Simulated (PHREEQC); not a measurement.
City or well water (model solution)

Model water analysis in mg/L, 20 °C, pH 8.48, pe 2.2:

```tsv
constituent	mg/L
Na	9.82
K	0.957
Ca	17.4
Mg	0.95
Cl	1.65
S(6) as SO4	54.6
Alkalinity as HCO3	12.8
Li	0.00192
B	0.00305
```

Na is adjusted to close the charge balance.
Valence states are taken as typed.

Computed with PHREEQC (ion-association model, phreeqc.dat).

No solid was allowed to form.

Problem. Estimate the specific conductance.

Solution. specific conductance 145 µS/cm.

Problem. In which forms is S present?

Solution. SO4-2 95 %, CaSO4 4.4 % of the S.

Complexes and solids missing from the database can't appear.
